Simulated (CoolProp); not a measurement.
Vapour-liquid equilibrium of propane (1) + isopentane (2) at 50.95 °C; x and y are mole fractions of (1).

Model: multi-fluid Helmholtz-energy mixture model, Lemmon 2009 and Lemmon 2006; pair parameters Kunz 2012, in CoolProp.

```json
[
 {"x": "0.05", "bubble pressure (MPa)": "0.2921", "y at the bubble point": "0.292", "dew pressure at overall composition x (MPa)": "0.2219", "liquid density (mol/L)": "8.219"},
 {"x": "0.15", "bubble pressure (MPa)": "0.4451", "y at the bubble point": "0.560", "dew pressure at overall composition x (MPa)": "0.2466", "liquid density (mol/L)": "8.394"},
 {"x": "0.25", "bubble pressure (MPa)": "0.5911", "y at the bubble point": "0.690", "dew pressure at overall composition x (MPa)": "0.2771", "liquid density (mol/L)": "8.598"},
 {"x": "0.35", "bubble pressure (MPa)": "?", "y at the bubble point": "0.770", "dew pressure at overall composition x (MPa)": "0.3160", "liquid density (mol/L)": "8.826"},
 {"x": "0.45", "bubble pressure (MPa)": "0.8766", "y at the bubble point": "0.826", "dew pressure at overall composition x (MPa)": "?", "liquid density (mol/L)": "?"},
 {"x": "0.55", "bubble pressure (MPa)": "1.021", "y at the bubble point": "0.869", "dew pressure at overall composition x (MPa)": "0.4368", "liquid density (mol/L)": "?"},
 {"x": "0.65", "bubble pressure (MPa)": "?", "y at the bubble point": "0.904", "dew pressure at overall composition x (MPa)": "0.5372", "liquid density (mol/L)": "9.579"},
 {"x": "0.75", "bubble pressure (MPa)": "1.322", "y at the bubble point": "0.934", "dew pressure at overall composition x (MPa)": "0.6920", "liquid density (mol/L)": "?"},
 {"x": "0.85", "bubble pressure (MPa)": "1.482", "y at the bubble point": "?", "dew pressure at overall composition x (MPa)": "0.9515", "liquid density (mol/L)": "10.00"},
 {"x": "0.95", "bubble pressure (MPa)": "1.655", "y at the bubble point": "0.987", "dew pressure at overall composition x (MPa)": "1.416", "liquid density (mol/L)": "10.12"}
]
```

What belongs in the gaps?


- 0.35, bubble pressure (MPa): 0.7339
- 0.45, dew pressure at overall composition x (MPa): 0.3671
- 0.45, liquid density (mol/L): 9.072
- 0.55, liquid density (mol/L): 9.327
- 0.65, bubble pressure (MPa): 1.169
- 0.75, liquid density (mol/L): 9.811
- 0.85, y at the bubble point: 0.961

No azeotrope shows between x = 0.05 and 0.95.

Pair parameters are fitted to limited data, so mixtures are less certain than the pure fluids. The gap from Raoult's law changes sign with composition, which may be real or a fault of the pair parameters; it wasn't checked against measurements.
